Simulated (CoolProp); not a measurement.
Vapour-liquid equilibrium of CH2F2 (R32) (1) + R1234yf (2) at 0.422 MPa; x and y are mole fractions of (1).

The numbers come from the multi-fluid Helmholtz-energy mixture model, Tillner-Roth 1997 and Lemmon 2022; pair parameters Bell 2023 in CoolProp.

```
x     bubble temperature (K)  y at the bubble point  dew temperature at overall composition x (K)  liquid density (mol/L)
----  ----------------------  ---------------------  --------------------------------------------  ----------------------
0.05                   278.4                  0.140                                         280.7                   10.40
0.2                    269.9                  0.435                                         276.8                   11.46
0.35                   264.2                  0.607                                         272.5                   12.64
0.5                    260.4                  0.717                                         267.8                   14.01
0.65                   257.8                  0.799                                         262.7                   15.67
0.8                    255.9                  0.875                                         257.8                   17.74
0.95                   254.5                  0.963                                         254.7                   20.41
```

No azeotrope shows between x = 0.05 and 0.95.

The pair parameters rest on a limited set of measurements; away from them the model extrapolates.
